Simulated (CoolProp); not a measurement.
Properties of ethanol along the isobar 945 kPa.

Model: reference Helmholtz-energy equation of state, Schroeder 2014, in CoolProp.

```json
[
 {"T (K)": "490.3", "phase": "gas", "density (kg/m³)": "11.36", "cp (kJ/(kg K))": "2.280", "cv (kJ/(kg K))": "1.998", "Prandtl number": "0.860", "fugacity coefficient": "0.9434"},
 {"T (K)": "501.2", "phase": "gas", "density (kg/m³)": "11.04", "cp (kJ/(kg K))": "2.285", "cv (kJ/(kg K))": "2.016", "Prandtl number": "0.852", "fugacity coefficient": "0.9492"},
 {"T (K)": "512", "phase": "gas", "density (kg/m³)": "10.74", "cp (kJ/(kg K))": "2.293", "cv (kJ/(kg K))": "2.035", "Prandtl number": "0.845", "fugacity coefficient": "0.9542"},
 {"T (K)": "522.8", "phase": "gas", "density (kg/m³)": "10.47", "cp (kJ/(kg K))": "2.304", "cv (kJ/(kg K))": "2.055", "Prandtl number": "0.839", "fugacity coefficient": "0.9586"},
 {"T (K)": "533.6", "phase": "gas", "density (kg/m³)": "10.21", "cp (kJ/(kg K))": "2.317", "cv (kJ/(kg K))": "2.075", "Prandtl number": "0.834", "fugacity coefficient": "0.9625"},
 {"T (K)": "544.4", "phase": "gas", "density (kg/m³)": "9.968", "cp (kJ/(kg K))": "2.332", "cv (kJ/(kg K))": "2.097", "Prandtl number": "0.830", "fugacity coefficient": "0.9660"},
 {"T (K)": "555.2", "phase": "gas", "density (kg/m³)": "9.741", "cp (kJ/(kg K))": "2.348", "cv (kJ/(kg K))": "2.119", "Prandtl number": "0.827", "fugacity coefficient": "0.9691"},
 {"T (K)": "566", "phase": "gas", "density (kg/m³)": "9.526", "cp (kJ/(kg K))": "2.365", "cv (kJ/(kg K))": "2.141", "Prandtl number": "0.824", "fugacity coefficient": "0.9718"},
 {"T (K)": "576.8", "phase": "gas", "density (kg/m³)": "9.323", "cp (kJ/(kg K))": "2.383", "cv (kJ/(kg K))": "2.163", "Prandtl number": "0.822", "fugacity coefficient": "0.9743"},
 {"T (K)": "587.6", "phase": "gas", "density (kg/m³)": "9.130", "cp (kJ/(kg K))": "2.402", "cv (kJ/(kg K))": "2.186", "Prandtl number": "0.820", "fugacity coefficient": "0.9765"},
 {"T (K)": "598.4", "phase": "gas", "density (kg/m³)": "8.947", "cp (kJ/(kg K))": "2.421", "cv (kJ/(kg K))": "2.209", "Prandtl number": "0.818", "fugacity coefficient": "0.9784"},
 {"T (K)": "609.2", "phase": "gas", "density (kg/m³)": "8.771", "cp (kJ/(kg K))": "2.441", "cv (kJ/(kg K))": "2.231", "Prandtl number": "0.817", "fugacity coefficient": "0.9802"},
 {"T (K)": "620", "phase": "gas", "density (kg/m³)": "8.604", "cp (kJ/(kg K))": "2.461", "cv (kJ/(kg K))": "2.254", "Prandtl number": "0.815", "fugacity coefficient": "0.9818"}
]
```

Viscosity comes from a separate model (Kiselev 2005). Thermal conductivity comes from a separate model (Assael 2013).
